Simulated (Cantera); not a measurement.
# Thermodynamics of sublimation and decomposition of ceramics, feed Si3N4 + Si + N2

Feed: 1 mol Si3N4, 0.051 mol Si, 0.015 mol N2, at 2975 K.

These are equilibrium values from Cantera (NASA tables, ideal gas, pure condensed phases), not measurements of a reactor. Candidate condensed phases: Si, Si3N4; 7 gas species. The tables' values for SiN are old estimates; treat these amounts as uncertain. The numbers say what is thermodynamically allowed, not how fast it happens.

```csv
P (Pa),x N2,x Si,x Si2,x SiN,x Si2N,n Si(l)
1,0.396,0.601,1.84e-6,6.63e-5,2.86e-9,0
10,0.397,0.602,1.85e-5,0.000210,9.07e-8,0
100,0.397,0.601,0.000184,0.000664,2.87e-6,0
1000,0.398,0.598,0.00182,0.00209,8.97e-5,0
10000,0.404,0.569,0.0165,0.00634,0.00259,0
100000,0.893,0.0933,0.00444,0.00488,0.00327,2.79
1000000,0.987,0.00933,0.000444,0.00162,0.00109,3.02
```
x: gas mole fraction; n: condensed amount in mol.

From 1.00e-5 bar to 0.100 bar nothing is condensed. From 1.00 bar to 10.0 bar the condensed part is Si(l). The main Si-bearing gas is Si throughout.
